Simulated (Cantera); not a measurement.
An adiabatic, constant-volume homogeneous reactor starts with 10.6 % CH3OH, 18.7 % O2, 70.6 % N2, at 1400 K and 3680 Torr.

Computed with Cantera and GRI-Mech 3.0 (53 species, 325 reactions). GRI-Mech 3.0 was tuned for natural gas; its chemistry of methanol as a main component is partial and can be far from experiment.

One state of this run: T (K) = 1403; P (bar) = 4.91; x CH3OH = 0.105; x O2 = 0.186; x H2O = 0.000892; x HCN = <1e-12; x CH2 = 6.36e-9. x: mole fraction; the columns are a selection and need not sum to one.

Question: Which value of t (s) does it belong to?
(A) 0.700
(B) 0.00392
(C) 0.0524
(D) 8.02e-5

Answer: D, 8.02e-5
